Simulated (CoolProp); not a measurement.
Vapour-liquid equilibrium of toluene (1) + n-octane (2) at 0.00892 bar; x and y are mole fractions of (1).

The numbers come from the multi-fluid Helmholtz-energy mixture model, Lemmon 2006 and Beckmüller 2019; pair parameters Bell 2016 in CoolProp.

Give the bubble temperature and the first vapour's composition at x = 0.05, 0.35, 0.5. Is there an azeotrope?

x = 0.05: 10.8 °C, y = 0.148; x = 0.35: 4.4 °C, y = 0.593; x = 0.5: 2.8 °C, y = 0.701. No azeotrope shows between x = 0.05 and 0.95.

The pair parameters rest on a limited set of measurements; away from them the model extrapolates.
